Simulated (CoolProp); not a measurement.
A closed Brayton cycle with nitrogen: compressor inlet 313.15 K and 4.5 MPa, high pressure 13.4 MPa, turbine inlet 920 K, compressor efficiency 0.85, turbine efficiency 0.93, recuperator effectiveness 0.8 (on enthalpy, no pinch check). Each further row changes one setting.

The numbers come from the reference Helmholtz-energy equation of state, Span 2000 in CoolProp.

```csv
case,thermal efficiency (%),net work (kJ/kg),compressor to turbine work,compressor exit (K),turbine exit (K)
as stated,___,105,0.58,449.5,705.4
turbine inlet 870 K,___,91.0,___,449.5,665.3
compressor inlet 323.15 K,___,99.8,0.60,___,705.4
high pressure 11.4 MPa,33.6,96.4,0.55,___,___
recuperator effectiveness 0.5,___,105,0.58,449.5,705.4
```

**Question.** Complete the blanks.

**Answer.** 
- as stated, thermal efficiency (%): 33.9
- turbine inlet 870 K, thermal efficiency (%): 31.8
- turbine inlet 870 K, compressor to turbine work: 0.61
- compressor inlet 323.15 K, thermal efficiency (%): 32.8
- compressor inlet 323.15 K, compressor exit (K): 463.7
- high pressure 11.4 MPa, compressor exit (K): 426.6
- high pressure 11.4 MPa, turbine exit (K): 734.0
- recuperator effectiveness 0.5, thermal efficiency (%): 26.7
